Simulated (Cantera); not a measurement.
Gas-phase reforming

A perfectly stirred reactor is fed with 38.0 % CH4, 53.2 % H2O, 8.75 % N2, at 3.85 atm; it is held at 1850 K, and followed from long to short residence time.

Computed with Cantera and GRI-Mech 3.0 (53 species, 325 reactions).

```
τ (s)      x CH4   x H2O   x H2       x O    x C2H
-------  -------  ------  -----  --------  -------
12       0.00323  0.0851  0.648  5.50e-10  2.74e-9
3.5      0.00654  0.0936  0.639  5.94e-10  1.10e-8
1.1       0.0115   0.111  0.621  6.72e-10  3.18e-8
0.32      0.0192   0.146  0.588  8.01e-10  7.86e-8
0.097     0.0301   0.198  0.538  9.66e-10  1.55e-7
0.029     0.0467   0.268  0.470   1.17e-9  2.55e-7
0.0088    0.0725   0.339  0.393   1.42e-9  3.44e-7
0.0026     0.115   0.400  0.311   1.80e-9  3.72e-7
0.00080    0.175   0.444  0.228   2.47e-9  3.17e-7
0.00024    0.247   0.482  0.139   3.74e-9  1.98e-7
```
x: mole fraction; the columns are a selection and need not sum to one.
